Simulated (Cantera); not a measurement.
A closed system holds: 1 mol Si2H6, 16 mol NO, 19 mol H2, equilibrated at 1330 Pa.

Method: chemical equilibrium by Gibbs-energy minimisation in Cantera with the NASA 1993 tables (ideal gas, pure condensed phases). Candidate condensed phases: H2O, Si, SiO2, Si2N2O, Si3N4; 35 gas species. The feed counts by its element totals alone. The tables hold silica as quartz up to 1696 K and as liquid above; real silica turns to tridymite and cristobalite and melts near 1996 K. Rates play no part.

Problem. Which condensed phases are stable at each of these points (T (°C)): 1102, 1152, 1202, 1252, 1302, 1352, 1402, 1452, 1502, 1552, 1602?

Solution. 
```json
[
 {"T (°C)": "1102", "condensed phases": "SiO2(β-quartz)", "Si condensed (%)": "100.0"},
 {"T (°C)": "1152", "condensed phases": "SiO2(β-quartz)", "Si condensed (%)": "100.0"},
 {"T (°C)": "1202", "condensed phases": "SiO2(β-quartz)", "Si condensed (%)": "100.0"},
 {"T (°C)": "1252", "condensed phases": "SiO2(β-quartz)", "Si condensed (%)": "100.0"},
 {"T (°C)": "1302", "condensed phases": "SiO2(β-quartz)", "Si condensed (%)": "100.0"},
 {"T (°C)": "1352", "condensed phases": "SiO2(β-quartz)", "Si condensed (%)": "100.0"},
 {"T (°C)": "1402", "condensed phases": "SiO2(β-quartz)", "Si condensed (%)": "100.0"},
 {"T (°C)": "1452", "condensed phases": "SiO2(condensed)", "Si condensed (%)": "100.0"},
 {"T (°C)": "1502", "condensed phases": "SiO2(condensed)", "Si condensed (%)": "99.9"},
 {"T (°C)": "1552", "condensed phases": "SiO2(condensed)", "Si condensed (%)": "99.7"},
 {"T (°C)": "1602", "condensed phases": "SiO2(condensed)", "Si condensed (%)": "99.2"}
]
```

From 1102 °C to 1402 °C the condensed part is SiO2(β-quartz). From 1452 °C to 1602 °C the condensed part is SiO2(condensed).
